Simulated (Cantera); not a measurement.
A perfectly stirred reactor is fed with C2H6 : N2 = 1 : 3.3 (molar parts), at 0.00622 atm; it is held at 1023 K, and followed from long to short residence time.

Cantera simulation using GRI-Mech 3.0 (53 species, 325 reactions); the numbers are that mechanism's predictions, not measurements. GRI-Mech 3.0 stops at C3 and has no aromatics, soot or wall deposition, so with more carbon than oxygen in the feed, carbon stays in small species such as C2H2 where larger ones or solid carbon would form. Radical loss at walls, strong at low pressure, is not modelled.

Task: What does this change do: temperature 1023 to 1650 K?

Result: 
| quantity | before | after |
|---|---|---|
| x(C2H6) at τ = 2.20 s | 0.203 | 8.94e-5 |
| x(CH2) at τ = 2.20 s | 1.09e-11 | 3.26e-6 |
| x(CH4) at τ = 2.20 s | 0.00193 | 0.0202 |
| x(CH3) at τ = 2.20 s | 7.42e-6 | 0.00135 |
| x(HCN) at τ = 2.20 s | <1e-12 | 2.02e-5 |
| x(C2H6) at τ = 39.0 ms | 0.232 | 0.00422 |
| x(CH2) at τ = 39.0 ms | <1e-12 | 1.78e-5 |
| x(CH4) at τ = 39.0 ms | 5.53e-6 | 0.0726 |
| x(CH3) at τ = 39.0 ms | 1.33e-6 | 0.00940 |
| x(HCN) at τ = 39.0 ms | <1e-12 | 2.70e-6 |

Task: What does this change do: C2H6 1 to 2.6 parts?

Result: 
| quantity | before | after |
|---|---|---|
| x(C2H6) at τ = 2.20 s | 0.203 | 0.366 |
| x(CH2) at τ = 2.20 s | 1.09e-11 | 9.50e-12 |
| x(CH4) at τ = 2.20 s | 0.00193 | 0.00412 |
| x(CH3) at τ = 2.20 s | 7.42e-6 | 8.50e-6 |
| x(HCN) at τ = 2.20 s | <1e-12 | <1e-12 |
| x(C2H6) at τ = 39.0 ms | 0.232 | 0.440 |
| x(CH2) at τ = 39.0 ms | <1e-12 | <1e-12 |
| x(CH4) at τ = 39.0 ms | 5.53e-6 | 1.38e-5 |
| x(CH3) at τ = 39.0 ms | 1.33e-6 | 1.74e-6 |
| x(HCN) at τ = 39.0 ms | <1e-12 | <1e-12 |
